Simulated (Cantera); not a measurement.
# Premixed flame

A freely propagating, adiabatic, planar premixed flame of CH₄ : C₂H₆ : O₂ : N₂ = 1 : 0.03 : 1.62 : 6.09 (molar parts), equivalence ratio 1.3, unburnt at 650 K and 0.210 bar; mixture-averaged transport, grid criteria slope 0.08 and curve 0.16, no radiation.

Detailed kinetics in Cantera: GRI-Mech 3.0 (53 species, 325 reactions). Burning velocities carry a grid error of a few per cent, more on coarse grids.

```tsv
z (mm)	T (K)	u (m/s)	x CH₄	x C₂H₆	x O₂	x CH₂	x CH₂CO	x H₂
-4.09	650	1.67	0.114	0.00343	0.185	<1e-8	<1e-8	0.00210
-2.73	652	1.68	0.113	0.00341	0.184	<1e-8	2.18e-8	0.00621
-2.04	661	1.71	0.112	0.00340	0.183	<1e-8	1.86e-7	0.0115
-1.36	728	1.90	0.106	0.00344	0.177	<1e-8	3.38e-6	0.0221
-0.682	1117	2.99	0.0752	0.00369	0.142	1.30e-6	7.80e-5	0.0402
-0.341	1502	4.10	0.0416	0.00183	0.0995	2.71e-5	0.000228	0.0495
0	1855	5.13	0.0120	0.000148	0.0520	0.000116	0.000219	0.0528
0.341	2032	5.64	0.00164	1.84e-6	0.0224	7.91e-5	5.67e-5	0.0488
0.682	2081	5.77	0.000136	1.24e-8	0.0101	1.40e-5	6.17e-6	0.0445
1.36	2099	5.80	7.65e-7	<1e-8	0.00428	1.38e-7	5.34e-8	0.0430
2.73	2111	5.82	<1e-8	<1e-8	0.00323	<1e-8	<1e-8	0.0440
5.45	2125	5.85	<1e-8	<1e-8	0.00291	<1e-8	<1e-8	0.0441
10.9	2147	5.90	<1e-8	<1e-8	0.00249	<1e-8	<1e-8	0.0438
```
x: mole fraction of selected species; z is measured from the peak of heat release.

```yaml
laminar_burning_velocity: 166 cm/s
thermal_thickness: 1.36 mm
peak x(CH₂): 0.000124
peak x(CH₂CO): 0.000266
peak x(H₂): 0.0529
grid_points: 148
```
